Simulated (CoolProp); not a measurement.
Carbonyl sulfide at 293.15 K and 6.78 MPa is throttled through a valve to 2.17 MPa with no heat exchange. Each further row changes one setting.

Model: reference Helmholtz-energy equation of state, Lemmon 2006, in CoolProp. It is a short technical equation, of lower accuracy than the large ones.

```json
[
 {"case": "as stated", "temperature change (K)": "+0.7", "final phase": "liquid", "final density (kg/m³)": "1010"},
 {"case": "outlet pressure 0.651 MPa", "temperature change (K)": "-20.0", "final phase": "two-phase, vapour fraction 0.101", "final density (kg/m³)": "163"},
 {"case": "outlet pressure 2.82 MPa", "temperature change (K)": "+0.6", "final phase": "liquid", "final density (kg/m³)": "1010"}
]
```
